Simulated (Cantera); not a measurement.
Reactions in the system Cu-F-O

Standard-state values (1 bar) from the NASA 1993 polynomials, evaluated with Cantera. Values are per mole of reaction as written; species without (g) are pure solids or liquids, kept so even where they would boil at 1 bar.

4 F(g) + Cu2O ⇌ O(g) + 2 CuF2(g)

```csv
T (K),ΔH° (kJ),ΔS° (J/K),ΔG° (kJ),log10 K,condensed phases
1473,-471.1,-84.9,-346.0,12.27,Cu2O(s)
1573,-540.4,-130.6,-334.9,11.12,Cu2O(l)
1673,-545.1,-133.5,-321.7,10.04,Cu2O(l)
1773,-549.8,-136.2,-308.2,9.08,Cu2O(l)
1873,-554.3,-138.7,-294.5,8.21,Cu2O(l)
1973,-558.9,-141.1,-280.5,7.43,Cu2O(l)
2073,-563.3,-143.3,-266.2,6.71,Cu2O(l)
2173,-567.7,-145.4,-251.8,6.05,Cu2O(l)
2273,-572.0,-147.3,-237.2,5.45,Cu2O(l)
2373,-576.3,-149.2,-222.4,4.89,Cu2O(l)
2473,-580.5,-150.9,-207.3,4.38,Cu2O(l)
```
